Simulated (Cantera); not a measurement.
Moist CO burnout

An isothermal, constant-pressure homogeneous reactor starts with 0.145 % CO, 2.91 % O₂, 0.0494 % H₂O, 96.9 % N₂, equivalence ratio 0.025, at 950 K and 140000 Pa.

Cantera simulation using GRI-Mech 3.0 (53 species, 325 reactions); the numbers are that mechanism's predictions, not measurements.

| t (s) | x CO | x O₂ | x H₂O | x N₂O | x H₂O₂ | x O | x NO |
|---|---|---|---|---|---|---|---|
| 1.00e-6 | 0.00145 | 0.0291 | 0.000494 | <1e-12 | <1e-12 | <1e-12 | <1e-12 |
| 3.16e-6 | 0.00145 | 0.0291 | 0.000494 | <1e-12 | <1e-12 | <1e-12 | <1e-12 |
| 1.00e-5 | 0.00145 | 0.0291 | 0.000494 | <1e-12 | <1e-12 | <1e-12 | <1e-12 |
| 3.16e-5 | 0.00145 | 0.0291 | 0.000494 | <1e-12 | <1e-12 | <1e-12 | <1e-12 |
| 0.000100 | 0.00145 | 0.0291 | 0.000494 | <1e-12 | <1e-12 | 1.88e-12 | <1e-12 |
| 0.000316 | 0.00145 | 0.0291 | 0.000494 | <1e-12 | <1e-12 | 5.92e-12 | <1e-12 |
| 0.00100 | 0.00145 | 0.0291 | 0.000494 | <1e-12 | <1e-12 | 1.84e-11 | <1e-12 |
| 0.00316 | 0.00145 | 0.0291 | 0.000494 | <1e-12 | <1e-12 | 5.53e-11 | <1e-12 |
| 0.0100 | 0.00145 | 0.0291 | 0.000494 | <1e-12 | <1e-12 | 1.50e-10 | <1e-12 |
| 0.0316 | 0.00145 | 0.0291 | 0.000494 | 1.05e-12 | <1e-12 | 3.13e-10 | <1e-12 |
| 0.100 | 0.00145 | 0.0291 | 0.000494 | 5.83e-12 | <1e-12 | 4.68e-10 | <1e-12 |
| 0.316 | 0.00145 | 0.0291 | 0.000494 | 3.06e-11 | 9.86e-12 | 9.01e-10 | <1e-12 |
| 1.00 | 0.00145 | 0.0291 | 0.000494 | 3.43e-10 | 1.17e-9 | 5.44e-9 | <1e-12 |
| 3.16 | 0.00142 | 0.0291 | 0.000494 | 6.73e-9 | 3.87e-8 | 2.24e-8 | <1e-12 |
| 10.0 | 0.00129 | 0.0290 | 0.000494 | 3.28e-8 | 3.82e-8 | 2.18e-8 | 2.12e-12 |
x: mole fraction; the columns are a selection and need not sum to one.

Equilibrium at this temperature and pressure: CO <1e-12, O₂ 0.0284, H₂O 0.000495, N₂O 8.19e-10, H₂O₂ <1e-12, O 4.55e-12, NO 7.19e-6 (gas phase only).
